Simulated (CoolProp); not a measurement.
Sulfur hexafluoride at 518.19 K and 0.18 MPa flows at 11 m/s in a round tube of 100 mm bore and 45 µm roughness, fully developed (64/Re and Nu = 3.66 if laminar; Colebrook and Gnielinski if turbulent). Each further row changes one setting.

The numbers come from the reference Helmholtz-energy equation of state, Guder 2009 in CoolProp.

| case | Reynolds number | Darcy friction factor | pressure drop (Pa/m) | heat-transfer coefficient (W/(m² K)) | mass flow (kg/h) |
|---|---|---|---|---|---|
| as stated | 274000 | ___ | 66.8 | 150 | 1900 |
| velocity 22 m/s | 548000 | 0.0173 | 256 | ___ | 3810 |
| diameter 200 mm | 548000 | 0.0155 | 28.8 | ___ | 7610 |

Q: What belongs in the gaps?

A: 
- as stated, Darcy friction factor: 0.0180
- velocity 22 m/s, heat-transfer coefficient (W/(m² K)): 287
- diameter 200 mm, heat-transfer coefficient (W/(m² K)): 129

Viscosity comes from a separate model (Quiñones-Cisneros 2012). Thermal conductivity comes from a separate model (Assael 2012).
